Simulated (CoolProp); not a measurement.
Nitrous oxide at 293.15 K and 1.95 MPa is compressed adiabatically to 6.56 MPa with isentropic efficiency 0.9. Each further row changes one setting.

Model: reference Helmholtz-energy equation of state, Lemmon 2006, in CoolProp. It is a short technical equation, of lower accuracy than the large ones.

```
case             work (kJ/kg)  final temperature (K)  final density (kg/m³)
---------------  ------------  ---------------------  ---------------------
as stated                74.2                  394.0                    103
efficiency 1             66.8                  388.0                    106
efficiency 0.65           103                  417.9                   93.8
```
